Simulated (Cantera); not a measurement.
A closed system holds: 1 mol AlN, 59 mol H₂, held at 24000 Pa.

Cantera equilibrium calculation (NASA polynomials, part measured and part estimated; ideal gas, pure solids and liquids). Candidate condensed phases: Al, AlN; 13 gas species. Rates play no part.

Task: What share of the Al ends up in condensed phases as a function of T (K), at 750, 950, 1150, 1350, 1550, 1750, 1950?

Result: 
| T (K) | Al condensed (%) | as |
|---|---|---|
| 750 | 100.0 | AlN(s) |
| 950 | 100.0 | AlN(s) |
| 1150 | 100.0 | AlN(s) |
| 1350 | 100.0 | AlN(s) |
| 1550 | 100.0 | AlN(s) |
| 1750 | 99.3 | AlN(s) |
| 1950 | 86.6 | AlN(s) |
